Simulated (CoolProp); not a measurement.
Vapour-liquid equilibrium of n-heptane (1) + o-xylene (2) at 0.0116 MPa; x and y are mole fractions of (1).

Values from CoolProp's multi-fluid Helmholtz-energy mixture model, Span 2003 and Zhou 2012; pair parameters Bell 2016.

**Question.** Give the bubble temperature and the first vapour's composition at x = 0.05, 0.55, 0.95. Is there an azeotrope?

**Answer.** x = 0.05: 344.7 K, y = 0.259; x = 0.55: 320.6 K, y = 0.866; x = 0.95: 312.6 K, y = 0.987. No azeotrope shows between x = 0.05 and 0.95.

Pair parameters are fitted to limited data, so mixtures are less certain than the pure fluids.
